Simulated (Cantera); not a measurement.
# n-butane + CO2 (carbon deposition, reforming and gasification)

Feed: 1 mol n-butane, 0.072 mol CO2, held at 5600000 Pa.

Method: chemical equilibrium by Gibbs-energy minimisation in Cantera with the NASA 1993 tables (ideal gas, pure condensed phases). Candidate condensed phases: C, C6H6, C7H8, C8H18, H2O; 110 gas species. The ideal-gas law is rough above about 30 bar. The numbers say what is thermodynamically allowed, not how fast it happens.

```json
[
 {"T (°C)": "327", "x CH4": "0.931", "x H2": "0.0133", "x H2O": "0.0548", "x CO": "3.61e-6", "x CO2": "0.000421", "x C2H6": "3.84e-5", "x C2H4": "2.12e-10", "n C(graphite)": "1.66"},
 {"T (°C)": "377", "x CH4": "0.920", "x H2": "0.0251", "x H2O": "0.0543", "x CO": "1.51e-5", "x CO2": "0.000508", "x C2H6": "5.79e-5", "x C2H4": "1.49e-9", "n C(graphite)": "1.67"},
 {"T (°C)": "427", "x CH4": "0.902", "x H2": "0.0435", "x H2O": "0.0535", "x CO": "5.13e-5", "x CO2": "0.000594", "x C2H6": "8.13e-5", "x C2H4": "7.86e-9", "n C(graphite)": "1.70"},
 {"T (°C)": "477", "x CH4": "0.877", "x H2": "0.0700", "x H2O": "0.0525", "x CO": "0.000147", "x CO2": "0.000677", "x C2H6": "0.000107", "x C2H4": "3.28e-8", "n C(graphite)": "1.73"},
 {"T (°C)": "527", "x CH4": "0.842", "x H2": "0.106", "x H2O": "0.0511", "x CO": "0.000369", "x CO2": "0.000753", "x C2H6": "0.000134", "x C2H4": "1.13e-7", "n C(graphite)": "1.78"},
 {"T (°C)": "577", "x CH4": "0.798", "x H2": "0.151", "x H2O": "0.0493", "x CO": "0.000824", "x CO2": "0.000820", "x C2H6": "0.000159", "x C2H4": "3.31e-7", "n C(graphite)": "1.85"},
 {"T (°C)": "627", "x CH4": "0.744", "x H2": "0.206", "x H2O": "0.0468", "x CO": "0.00167", "x CO2": "0.000869", "x C2H6": "0.000179", "x C2H4": "8.40e-7", "n C(graphite)": "1.93"},
 {"T (°C)": "677", "x CH4": "0.683", "x H2": "0.270", "x H2O": "0.0435", "x CO": "0.00308", "x CO2": "0.000891", "x C2H6": "0.000192", "x C2H4": "1.89e-6", "n C(graphite)": "2.03"},
 {"T (°C)": "727", "x CH4": "0.615", "x H2": "0.339", "x H2O": "0.0394", "x CO": "0.00524", "x CO2": "0.000873", "x C2H6": "0.000197", "x C2H4": "3.81e-6", "n C(graphite)": "2.14"},
 {"T (°C)": "777", "x CH4": "0.544", "x H2": "0.412", "x H2O": "0.0344", "x CO": "0.00821", "x CO2": "0.000808", "x C2H6": "0.000193", "x C2H4": "6.99e-6", "n C(graphite)": "2.27"},
 {"T (°C)": "827", "x CH4": "0.473", "x H2": "0.485", "x H2O": "0.0288", "x CO": "0.0119", "x CO2": "0.000695", "x C2H6": "0.000182", "x C2H4": "1.18e-5", "n C(graphite)": "2.41"},
 {"T (°C)": "877", "x CH4": "0.405", "x H2": "0.556", "x H2O": "0.0231", "x CO": "0.0158", "x CO2": "0.000552", "x C2H6": "0.000165", "x C2H4": "1.84e-5", "n C(graphite)": "2.55"}
]
```
x: gas mole fraction; n: condensed amount in mol.

From 327 °C to 877 °C the condensed part is C(graphite). The main C-bearing gas is CH4 throughout. The share of C in condensed phases is highest at 877 °C (62.7 %) and lowest at 327 °C (40.7 %).
